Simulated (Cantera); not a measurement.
Feed: 1 mol trisilylamine, 15 mol NH₃, 22 mol N₂, at 2025 K.

Method: chemical equilibrium by Gibbs-energy minimisation in Cantera with the NASA 1993 tables (ideal gas, pure condensed phases). Candidate condensed phases: Si, Si₃N₄; 18 gas species. The feed counts by its element totals alone. The tables' values for SiN are old estimates; treat these amounts as uncertain. Gases not in the tables: Si₂H₆ and higher silanes. The numbers say what is thermodynamically allowed, not how fast it happens.

x: gas mole fraction; n: condensed amount in mol.

| P (Pa) | x N₂ | x H₂ | x H | x Si | x SiH | x Si₂ | x Si₂N | n Si(l) | n Si₃N₄(s) |
|---|---|---|---|---|---|---|---|---|---|
| 5 | 0.461 | 0.336 | 0.158 | 0.0458 | (withheld) | 1.99e-5 | 2.73e-6 | 0 | 0 |
| 17 | 0.477 | 0.384 | 0.0914 | 0.0472 | (withheld) | 7.15e-5 | 1.84e-5 | 0 | 0 |
| 59 | 0.488 | 0.413 | 0.0509 | 0.0473 | (withheld) | 0.000249 | 0.000121 | 0 | 0 |
| 210 | 0.504 | 0.439 | 0.0278 | 0.0277 | (withheld) | 0.000305 | 0.000284 | 1.22 | 0 |
| 710 | 0.518 | 0.458 | 0.0155 | 0.00820 | (withheld) | 9.02e-5 | 0.000157 | 2.47 | 0 |
| 2400 | 0.523 | 0.466 | 0.00848 | 0.00243 | (withheld) | 2.67e-5 | 8.56e-5 | 2.83 | 0 |
| 8400 | 0.525 | 0.470 | 0.00455 | 0.000693 | (withheld) | 7.62e-6 | 4.58e-5 | 2.94 | 0 |
| 29000 | 0.526 | 0.472 | 0.00245 | 0.000201 | (withheld) | 2.21e-6 | 2.47e-5 | 2.98 | 0 |
| 100000 | 0.509 | 0.490 | 0.00135 | 3.40e-5 | (withheld) | 2.19e-7 | 4.47e-6 | 0 | 0.998 |

Problem. Complete the blanks.

Solution. 
- 5, x SiH: 0.000120
- 17, x SiH: 0.000244
- 59, x SiH: 0.000472
- 210, x SiH: 0.000539
- 710, x SiH: 0.000299
- 2400, x SiH: 0.000164
- 8400, x SiH: 8.82e-5
- 29000, x SiH: 4.75e-5
- 100000, x SiH: 1.52e-5
